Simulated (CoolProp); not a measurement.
Values from CoolProp's reference Helmholtz-energy equation of state, Akasaka 2019.

Give the vapour pressure (bar), liquid cp (kJ/(kg K)), vapour Z, surface tension (mN/m) of saturated R1234ze(Z) at 21.65, 32.75, 76.95 °C.


```
T (°C)  p (bar)  liquid cp (kJ/(kg K))  vapour Z  surface tension (mN/m)
------  -------  ---------------------  --------  ----------------------
21.65      1.58                   1.27     0.933                    13.2
32.75      2.30                   1.30     0.913                    11.8
76.95      7.98                   1.46     0.802                    6.65
```

Surface tension comes from a separate correlation (Kondou 2015).
